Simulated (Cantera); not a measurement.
An isothermal, constant-pressure homogeneous reactor starts with NO : N₂ = 1 : 0.34 (molar parts), at 1625 K and 2670 Pa.

Detailed kinetics in Cantera: GRI-Mech 3.0 (53 species, 325 reactions). Radical loss at walls, strong at low pressure, is not modelled.

x: mole fraction; the columns are a selection and need not sum to one.

```json
[
 {"t (s)": "3.00e-5", "x NO": "0.746", "x N₂O": "1.81e-8", "x N₂": "0.254", "x O₂": "<1e-12", "x NO₂": "2.50e-11", "x O": "1.81e-8"},
 {"t (s)": "0.000188", "x NO": "0.746", "x N₂O": "1.13e-7", "x N₂": "0.254", "x O₂": "3.46e-11", "x NO₂": "9.72e-10", "x O": "1.12e-7"},
 {"t (s)": "0.00117", "x NO": "0.746", "x N₂O": "7.08e-7", "x N₂": "0.254", "x O₂": "1.32e-9", "x NO₂": "3.66e-8", "x O": "6.74e-7"},
 {"t (s)": "0.00733", "x NO": "0.746", "x N₂O": "4.38e-6", "x N₂": "0.254", "x O₂": "5.02e-8", "x NO₂": "1.18e-6", "x O": "3.29e-6"},
 {"t (s)": "0.0458", "x NO": "0.746", "x N₂O": "2.58e-5", "x N₂": "0.254", "x O₂": "2.91e-6", "x NO₂": "1.76e-5", "x O": "7.84e-6"},
 {"t (s)": "0.286", "x NO": "0.746", "x N₂O": "?", "x N₂": "0.254", "x O₂": "?", "x NO₂": "?", "x O": "?"},
 {"t (s)": "1.79", "x NO": "0.744", "x N₂O": "0.000187", "x N₂": "0.255", "x O₂": "0.00101", "x NO₂": "5.97e-5", "x O": "1.34e-5"},
 {"t (s)": "11.2", "x NO": "0.732", "x N₂O": "0.000179", "x N₂": "0.261", "x O₂": "0.00690", "x NO₂": "8.74e-5", "x O": "1.67e-5"},
 {"t (s)": "70.0", "x NO": "?", "x N₂O": "?", "x N₂": "?", "x O₂": "?", "x NO₂": "?", "x O": "?"}
]
```

Some entries are withheld; supply them.


- 0.286, x N₂O: 0.000114
- 0.286, x O₂: 9.38e-5
- 0.286, x NO₂: 4.95e-5
- 0.286, x O: 1.12e-5
- 70.0, x NO: 0.664
- 70.0, x N₂O: 0.000140
- 70.0, x N₂: 0.295
- 70.0, x O₂: 0.0411
- 70.0, x NO₂: 0.000172
- 70.0, x O: 2.84e-5
